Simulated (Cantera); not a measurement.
# Sublimation and decomposition of ceramics: Si₃N₄ + N₂

A closed system holds: 1 mol Si₃N₄, 0.11 mol N₂.

Method: chemical equilibrium by Gibbs-energy minimisation in Cantera with the NASA 1993 tables (ideal gas, pure condensed phases). Candidate condensed phases: Si, Si₃N₄; 7 gas species. Equilibrium is a limit: real reactors are often held back by kinetics, nucleation or transport.

Q: Map the stable condensed phases over T = 1725, 1825, 1925, 2025, 2125, 2225, 2325, 2425, 2525 K and P in Pa = 1, 5.6, 32, 180, 1000, 5600, 32000, 180000, 1000000.

A: 
```
T in K \ P in Pa
               1     5.6      32     180    1000    5600   32000  180000 1000000
   2525        A       A       A       A       A       B       B       B       B
   2425        A       A       A       A       B       B       B       B       B
   2325        A       A       A       A       B       B       B       B       C
   2225        A       A       A       B       B       B       B       B       C
   2125        A       A       B       B       B       B       B       C       C
   2025        A       A       B       B       B       B       C       C       C
   1925        A       B       B       B       B       B       C       C       C
   1825        B       B       B       B       B       C       C       C       C
   1725        B       B       B       B       C       C       C       C       C
```
A: gas only; B: Si; C: Si₃N₄.
